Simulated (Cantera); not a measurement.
An adiabatic, constant-pressure homogeneous reactor starts with CH4 : C2H6 : O2 : N2 = 1 : 0.041 : 4.56 : 17.1 (molar parts), equivalence ratio 0.47, at 1373 K and 540 Torr. Integrator tolerance rtol = 1e-08.

Cantera simulation using GRI-Mech 3.0 (53 species, 325 reactions); the numbers are that mechanism's predictions, not measurements.

```csv
quantity,before,after
time of steepest temperature rise,1.70 ms,0.266 ms
temperature at 0.500 s,2285 K,2314 K
equilibrium temperature,2285 K,2314 K
x(CH4) at 0.500 s,<1e-12 (gas-phase equilibrium <1e-12),<1e-12 (gas-phase equilibrium <1e-12)
x(C2H6) at 0.500 s,<1e-12 (gas-phase equilibrium <1e-12),<1e-12 (gas-phase equilibrium <1e-12)
x(O2) at 0.500 s,0.0998 (gas-phase equilibrium 0.0998),0.1000 (gas-phase equilibrium 0.1000)
x(HCO) at 0.500 s,7.00e-11 (gas-phase equilibrium 6.99e-11),5.45e-11 (gas-phase equilibrium 5.45e-11)
x(CO2) at 0.500 s,0.0456 (gas-phase equilibrium 0.0456),0.0469 (gas-phase equilibrium 0.0469)
```

Which change was made?
A) pressure from 540 Torr to 345 Torr
B) pressure from 540 Torr to 7500 Torr
C) pressure from 540 Torr to 4050 Torr
D) N2 17.1 to 44 parts

B, pressure from 540 Torr to 7500 Torr
